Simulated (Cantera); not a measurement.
Predominance diagram of Ti at 1375 K against the partial pressures of O₂ and CO (log10, bar). Cantera with NASA thermochemical tables; ideal gases at 1 bar, condensed phases pure. Candidates: Ti(β), TiC(s), TiO(s), TiO₂(rutile), Ti₂O₃(s), Ti₃O₅(s), Ti₄O₇(s). Only these pure phases compete in this equilibrium. TiC, TiO: taken at fixed stoichiometry. Not in the tables: Magnéli phases beyond Ti₄O₇, TiC-TiO solid solutions.

```
log p(CO) \ log p(O₂)
        columns: -22, -21, -20.1, -19.1, -18.2, -17.2, -16.3, -15.3, -14.3, -13.4, -12.4, -11.5, -10.5, -9.6, -8.6, -7.7, -6.7, -5.7, -4.8, -3.8, -2.9, -1.9, -1, 0
      0  A A A A A B B B B B B B B A A A A A A A A A A A
   -1.1  A A A C D B B B B B B B B B B A A A A A A A A A
   -2.2  E F C C D B B B B B B B B B B B B A A A A A A A
   -3.3  F F C C D B B B B B B B B B B B B B B B A A A A
   -4.4  F F C C D B B B B B B B B B B B B B B B B B A A
   -5.5  F F C C D B B B B B B B B B B B B B B B B B B B
   -6.6  F F C C D B B B B B B B B B B B B B B B B B B B
   -7.7  F F C C D B B B B B B B B B B B B B B B B B B B
   -8.8  F F C C D B B B B B B B B B B B B B B B B B B B
   -9.9  F F C C D B B B B B B B B B B B B B B B B B B B
    -11  F F C C D B B B B B B B B B B B B B B B B B B B
```

A: out of reach (another gas would pass 10 bar, or a non-metal would condense); B: TiO₂(rutile); C: Ti₃O₅(s); D: Ti₄O₇(s); E: TiC(s); F: Ti₂O₃(s).
